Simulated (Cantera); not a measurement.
## Premixed flame

A freely propagating, adiabatic, planar premixed flame of 44.4 % H2, 11.7 % O2, 43.9 % N2, equivalence ratio 1.9, unburnt at 598 K and 1.00 bar; mixture-averaged transport, grid criteria slope 0.08 and curve 0.16, no radiation.

Model: the H2/O2 subset of GRI-Mech 3.0, which has no nitrogen chemistry, integrated in Cantera. Burning velocities carry a grid error of a few per cent, more on coarse grids.

```json
[
 {"z (mm)": "-1.36", "T (K)": "598", "u (m/s)": "9.04", "x H2": "0.444", "x O2": "0.117", "x O": "<1e-8", "x H2O": "<1e-8", "x HO2": "<1e-8", "x H2O2": "<1e-8"},
 {"z (mm)": "-0.904", "T (K)": "598", "u (m/s)": "9.04", "x H2": "0.444", "x O2": "0.117", "x O": "<1e-8", "x H2O": "<1e-8", "x HO2": "<1e-8", "x H2O2": "<1e-8"},
 {"z (mm)": "-0.678", "T (K)": "598", "u (m/s)": "9.04", "x H2": "0.444", "x O2": "0.117", "x O": "<1e-8", "x H2O": "<1e-8", "x HO2": "<1e-8", "x H2O2": "<1e-8"},
 {"z (mm)": "-0.452", "T (K)": "598", "u (m/s)": "9.04", "x H2": "0.444", "x O2": "0.117", "x O": "<1e-8", "x H2O": "1.07e-7", "x HO2": "7.33e-7", "x H2O2": "<1e-8"},
 {"z (mm)": "-0.226", "T (K)": "618", "u (m/s)": "9.31", "x H2": "0.441", "x O2": "0.117", "x O": "1.25e-5", "x H2O": "0.000944", "x HO2": "0.000233", "x H2O2": "3.03e-6"},
 {"z (mm)": "-0.113", "T (K)": "823", "u (m/s)": "12.1", "x H2": "0.410", "x O2": "0.111", "x O": "0.000324", "x H2O": "0.0188", "x HO2": "0.000161", "x H2O2": "8.36e-6"},
 {"z (mm)": "0", "T (K)": "1232", "u (m/s)": "17.7", "x H2": "0.303", "x O2": "0.0721", "x O": "0.00365", "x H2O": "0.103", "x HO2": "6.70e-5", "x H2O2": "2.12e-6"},
 {"z (mm)": "0.113", "T (K)": "1517", "u (m/s)": "21.5", "x H2": "0.207", "x O2": "0.0179", "x O": "0.00427", "x H2O": "0.206", "x HO2": "1.63e-5", "x H2O2": "1.18e-6"},
 {"z (mm)": "0.226", "T (K)": "1639", "u (m/s)": "23.1", "x H2": "0.187", "x O2": "0.00378", "x O": "0.00276", "x H2O": "0.235", "x HO2": "3.29e-6", "x H2O2": "7.42e-7"},
 {"z (mm)": "0.452", "T (K)": "1758", "u (m/s)": "24.6", "x H2": "0.192", "x O2": "0.00124", "x O": "0.00210", "x H2O": "0.242", "x HO2": "1.05e-6", "x H2O2": "4.68e-7"},
 {"z (mm)": "0.904", "T (K)": "1883", "u (m/s)": "26.1", "x H2": "0.201", "x O2": "0.000841", "x O": "0.00157", "x H2O": "0.246", "x HO2": "6.92e-7", "x H2O2": "2.65e-7"},
 {"z (mm)": "1.81", "T (K)": "2005", "u (m/s)": "27.5", "x H2": "0.210", "x O2": "0.000519", "x O": "0.00100", "x H2O": "0.250", "x HO2": "4.34e-7", "x H2O2": "1.40e-7"},
 {"z (mm)": "3.62", "T (K)": "2113", "u (m/s)": "28.7", "x H2": "0.218", "x O2": "0.000275", "x O": "0.000547", "x H2O": "0.254", "x HO2": "2.48e-7", "x H2O2": "7.29e-8"}
]
```
x: mole fraction of selected species; z is measured from the peak of heat release.

```json
{
  "laminar_burning_velocity": "904 cm/s",
  "thermal_thickness": "0.452 mm",
  "peak x(O)": "0.00487",
  "peak x(HO2)": "0.000258",
  "peak x(H2O2)": "9.03e-6",
  "grid_points": "140"
}
```
